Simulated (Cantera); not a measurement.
Input: 1 mol Fe, 0.11 mol HCl, held at 13.3 mbar.

Method: chemical equilibrium by Gibbs-energy minimisation in Cantera with the NASA 1993 tables (ideal gas, pure condensed phases). Candidate condensed phases: Fe, FeCl₂, FeCl₃; 11 gas species. Equilibrium is a limit: real reactors are often held back by kinetics, nucleation or transport.

Question: At 973 K, list the 4 most abundant gas species with their mole fractions, and the condensed phases.

Answer: HCl 0.555, H₂ 0.228, FeCl₂ 0.207, Fe₂Cl₄ 0.0105. Condensed: Fe(α).
